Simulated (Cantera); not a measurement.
A perfectly stirred reactor is fed with N₂O : N₂ = 1 : 4.5 (molar parts), at 2670 Pa; it is held at 1450 K, and followed from long to short residence time.

Cantera simulation using GRI-Mech 3.0 (53 species, 325 reactions); the numbers are that mechanism's predictions, not measurements. GRI-Mech 3.0 was tuned for natural gas; its chemistry of N2O as a main component is partial and can be far from experiment. Radical loss at walls, strong at low pressure, is not modelled. The temperature is held fixed by assumption; the heat of reaction is taken as removed at once.

**Question.** Predict: x(N₂O) at τ = 0.610 s; x(O) at τ = 0.610 s; x(N₂) at τ = 0.610 s; x(O₂) at τ = 0.610 s; x(NO) at τ = 0.610 s; x(N₂O) at τ = 10.0 ms; x(O) at τ = 10.0 ms; x(N₂) at τ = 10.0 ms; x(O₂) at τ = 10.0 ms; x(NO) at τ = 10.0 ms.

**Answer.** 
- x(N₂O) at τ = 0.610 s: 0.118
- x(O) at τ = 0.610 s: 4.35e-5
- x(N₂) at τ = 0.610 s: 0.846
- x(O₂) at τ = 0.610 s: 0.0228
- x(NO) at τ = 0.610 s: 0.0130
- x(N₂O) at τ = 10.0 ms: 0.180
- x(O) at τ = 10.0 ms: 4.13e-5
- x(N₂) at τ = 10.0 ms: 0.819
- x(O₂) at τ = 10.0 ms: 0.000541
- x(NO) at τ = 10.0 ms: 0.000309
